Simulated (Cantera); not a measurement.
What does this Cantera script print?

```python
import numpy as np
import cantera as ct

gas = ct.Solution("h2o2.yaml")
gas.TPX = 725, 56000, {'H2': 1, 'O2': 0.312, 'N2': 1.17, 'H2O': 0.24}
inlet = ct.Reservoir(gas, clone=True)
gas.equilibrate("HP")  # start burning
reactor = ct.IdealGasConstPressureReactor(gas, energy="on", clone=False)
exhaust = ct.Reservoir(gas, clone=True)
tau = [0.11, 0.046, 0.02, 0.0083, 0.0035, 0.0015, 0.00063, 0.00027, 0.00011, 4.8e-05, 2e-05, 8.6e-06][0]
for a, b in ((inlet, reactor), (reactor, exhaust)):
    ct.MassFlowController(a, b, mdot=lambda t: reactor.mass / tau)
net = ct.ReactorNet([reactor])
show = ['H2', 'O2', 'H2O', 'OH', 'HO2', 'H']

rows = []
print(f"{'tau/s':>10s}{'T/K':>9s}" + "".join(f"{s:>11s}" for s in show))
for tau in [0.11, 0.046, 0.02, 0.0083, 0.0035, 0.0015, 0.00063, 0.00027, 0.00011, 4.8e-05, 2e-05, 8.6e-06]:
    net.initial_time = 0.0
    net.advance(30 * tau)
    before = gas.X
    net.advance(40 * tau)
    drift = np.max(np.abs(gas.X - before) / (gas.X + 1e-9))
    rows.append([gas.T, *gas[show].X, drift])
    print(f"{tau:10.3e}{gas.T:9.1f}" + "".join(f"{x:11.3e}" for x in gas[show].X))
```

Output:

```
     tau/s      T/K         H2         O2        H2O         OH        HO2          H
 1.100e-01   2307.4  1.532e-01  1.039e-04  3.535e-01  2.785e-03  5.375e-08  7.421e-03
 4.600e-02   2291.9  1.525e-01  1.660e-04  3.523e-01  3.401e-03  8.706e-08  9.251e-03
 2.000e-02   2266.1  1.515e-01  2.883e-04  3.502e-01  4.357e-03  1.531e-07  1.228e-02
 8.300e-03   2222.6  1.498e-01  5.460e-04  3.467e-01  5.780e-03  2.847e-07  1.732e-02
 3.500e-03   2159.0  1.476e-01  1.027e-03  3.417e-01  7.466e-03  5.101e-07  2.462e-02
 1.500e-03   2072.6  1.447e-01  1.846e-03  3.351e-01  9.090e-03  8.786e-07  3.446e-02
 6.300e-04   1958.0  1.409e-01  3.179e-03  3.269e-01  1.023e-02  1.510e-06  4.752e-02
 2.700e-04   1823.4  1.367e-01  5.114e-03  3.178e-01  1.037e-02  2.568e-06  6.284e-02
 1.100e-04   1663.6  1.332e-01  8.331e-03  3.067e-01  9.247e-03  4.700e-06  8.017e-02
 4.800e-05   1506.0  1.371e-01  1.436e-02  2.918e-01  7.208e-03  9.391e-06  9.218e-02
 2.000e-05   1297.5  1.874e-01  3.783e-02  2.439e-01  3.948e-03  2.950e-05  7.669e-02
 8.600e-06    725.0  3.674e-01  1.146e-01  8.817e-02  4.778e-18  6.802e-15  2.030e-15
```

Cantera simulation using the H2/O2 subset of GRI-Mech 3.0, which has no nitrogen chemistry; the numbers are that mechanism's predictions, not measurements.
